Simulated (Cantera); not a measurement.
Input: 1 mol Fe2O3, 0.3 mol CH4, 6 mol N2, held at 2375 K and 0.300 bar.

Equilibrium computed with Cantera from the NASA thermochemical tables; the gas is ideal and each condensed phase is pure. Candidate condensed phases: C, C6H6, C7H8, C8H18, Fe, Fe(CO)5, FeO, Fe(OH)2, Fe(OH)3, Fe2O3, Fe3O4, H2O; 140 gas species. The tables' stoichiometric FeO is somewhat more stable than real wüstite, so its field is too wide. FeO: taken at fixed stoichiometry. The numbers say what is thermodynamically allowed, not how fast it happens.

Base state: N2 0.860, H2O 0.0722, CO2 0.0229, CO 0.0201, H2 0.0109, OH 0.00318, Fe 0.00298, H 0.00268 (mole fractions); condensed: FeO(l).

### Question
What changes in the equilibrium state with this change: pressure from 0.300 bar to 0.00910 bar?

### Answer
| species | before | after |
|---|---|---|
| N2 | 0.860 | 0.685 |
| Fe | 0.00298 | 0.106 |
| H2O | 0.0722 | 0.0475 |
| O2 | 0.00145 | 0.0414 |
| FeO | 0.000838 | 0.0276 |
| O | 0.000528 | 0.0162 |
| H | 0.00268 | 0.0130 |
| OH | 0.00318 | 0.0143 |
| H2 | 0.0109 | 0.00769 |
| CO2 | 0.0229 | 0.0177 |
| CO | 0.0201 | 0.0167 |
| NO | 0.00159 | 0.00755 |
| Fe(OH)2 | 0.000115 | 7.55e-5 |
| FeO(l), mol | 1.97 | 0.838 |

### Question
What changes in the equilibrium state with this change: CH4 from 0.3 to 5.3 mol?

### Answer
| species | before | after |
|---|---|---|
| H2 | 0.0109 | 0.491 |
| N2 | 0.860 | 0.281 |
| CO | 0.0201 | 0.145 |
| HCN | <1e-9 | 0.0189 |
| CO2 | 0.0229 | 3.67e-8 |
| H2O | 0.0722 | 7.23e-7 |
| Fe | 0.00298 | 0.0406 |
| H | 0.00268 | 0.0181 |
| C2H2 (acetylene) | <1e-9 | 0.00305 |
| HNC | <1e-9 | 0.00190 |
| NO | 0.00159 | <1e-9 |
| FeO(l), mol | 1.97 | 0 |
| C(graphite), mol | 0 | 1.74 |
| Fe(l), mol | 0 | 1.16 |
Iron dissolves carbon and melts from about 1420 K in contact with it, which pure phases cannot show. Condensed phases not in the tables: cementite and carbon dissolved in iron.

### Question
What changes in the equilibrium state with this change: temperature from 2375 K to 1700 K?

### Answer
```tsv
species	before	after
N2	0.860	0.870
H2O	0.0722	0.0741
CO2	0.0229	0.0273
CO	0.0201	0.0162
H2	0.0109	0.0128
Fe(OH)2	0.000115	5.88e-6
O2	0.00145	4.50e-8
O	0.000528	1.73e-8
FeO(l), mol	1.97	2.00
```
